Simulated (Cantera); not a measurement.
Input: 1 mol Si, 0.016 mol H2O, 98 mol N2, equilibrated at 1798.15 K and 22.0 Pa.

Method: chemical equilibrium by Gibbs-energy minimisation in Cantera with the NASA 1993 tables (ideal gas, pure condensed phases). Candidate condensed phases: H2O, Si, SiO2, Si2N2O, Si3N4; 35 gas species. The tables' values for SiN are old estimates; treat these amounts as uncertain. Equilibrium is a limit: real reactors are often held back by kinetics, nucleation or transport.

Base state: N2 0.990, Si 0.00964, H 0.000192, SiO 0.000162, Si2N 7.00e-5, H2 6.51e-5, SiN 6.33e-5, Si2 3.97e-5 (mole fractions); condensed: gas only.

What changes in the equilibrium state with this change: Si replaced by SiC?


```
species             before     after
----------------  --------  --------
N2                   0.990     0.999
Si                 0.00964  0.000336
H                 0.000192  0.000174
CO                       0  0.000162
HCN                      0   4.44e-5
Si2                3.97e-5   4.82e-8
Si2N               7.00e-5   8.53e-8
SiO               0.000162   8.97e-7
C(graphite), mol         0    0.0124
SiC(s), mol              0     0.966
```
Further candidate phases: C, C6H6, C7H8, C8H18, SiC.
